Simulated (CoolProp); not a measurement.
Nitrogen at 293.15 K and 7.45 MPa is throttled through a valve to 2.35 MPa with no heat exchange. Each further row changes one setting.

Computed with CoolProp (reference Helmholtz-energy equation of state, Span 2000).

| case | temperature change (K) | final density (kg/m³) |
|---|---|---|
| as stated | -9.8 | 28.1 |
| outlet pressure 0.705 MPa | -13.6 | 8.52 |
| outlet pressure 3.06 MPa | -8.2 | 36.5 |
